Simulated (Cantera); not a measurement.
## BF3 + O2 + N2 (boron, boron nitride and boron oxide)

Input: 1 mol BF3, 0.22 mol O2, 0.18 mol N2, equilibrated at 2.40 mbar.

Method: chemical equilibrium by Gibbs-energy minimisation in Cantera with the NASA 1993 tables (ideal gas, pure condensed phases). Candidate condensed phases: B, BN, B2O3; 31 gas species. The tables' values for BF2 are old estimates; treat these amounts as uncertain. The numbers say what is thermodynamically allowed, not how fast it happens.

| T (K) | log p BF3 | log p O2 | log p N2 | log p F | log p BOF | log p O | log p NO | log p BOF2 |
|---|---|---|---|---|---|---|---|---|
| 950 | -2.77 | -3.42 | -3.51 | -10.60 | -11.28 | -12.21 | -7.83 | -10.85 |
| 1100 | -2.77 | -3.42 | -3.51 | -8.94 | -9.34 | -10.31 | -7.15 | -9.63 |
| 1250 | -2.77 | -3.42 | -3.51 | -7.63 | -7.97 | -8.87 | -6.63 | -8.76 |
| 1400 | -2.77 | -3.42 | -3.51 | -6.59 | -6.91 | -7.74 | -6.22 | -8.08 |
| 1550 | -2.77 | -3.43 | -3.51 | -5.75 | -6.06 | -6.82 | -5.89 | -7.53 |
| 1700 | -2.77 | -3.43 | -3.51 | -5.05 | -5.36 | -6.06 | -5.62 | -7.09 |
| 1850 | -2.78 | -3.44 | -3.52 | -4.47 | -4.78 | -5.44 | -5.40 | -6.72 |
| 2000 | -2.79 | -3.48 | -3.53 | -3.99 | -4.29 | -4.92 | -5.23 | -6.42 |
| 2150 | -2.84 | -3.58 | -3.56 | -3.60 | -3.90 | -4.50 | -5.13 | -6.21 |
log p: log10 of the partial pressure in bar; nothing condenses.

From 950 K to 2150 K nothing is condensed. The main B-bearing gas is BF3 throughout.
